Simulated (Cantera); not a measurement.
Cantera with NASA thermochemical tables; ideal gases at 1 bar, condensed phases pure. Values are per mole of reaction as written; species without (g) are pure solids or liquids, kept so even where they would boil at 1 bar.

Problem. Between 1700 and 2150 K, where is each reaction favourable under standard conditions?
- 1.333 Ti + O2(g) = 0.6667 Ti2O3
- 2 H2(g) + O2(g) = 2 H2O(g)
- Nb + O2(g) = NbO2(g)

Solution. 
- 1.333 Ti + O2(g) = 0.6667 Ti2O3: ΔG° is -708 kJ at 1700 K and -633 kJ at 2150 K; it stays negative (K > 1). ΔH° is -938 kJ and ΔS° -142 J/K at 2150 K.
- 2 H2(g) + O2(g) = 2 H2O(g): ΔG° is -306 kJ at 1700 K and -254 kJ at 2150 K; it stays negative (K > 1). ΔH° is -503 kJ and ΔS° -116 J/K at 2150 K.
- Nb + O2(g) = NbO2(g): ΔG° is -242 kJ at 1700 K and -249 kJ at 2150 K; it stays negative (K > 1). ΔH° is -217 kJ and ΔS° 15 J/K at 2150 K.
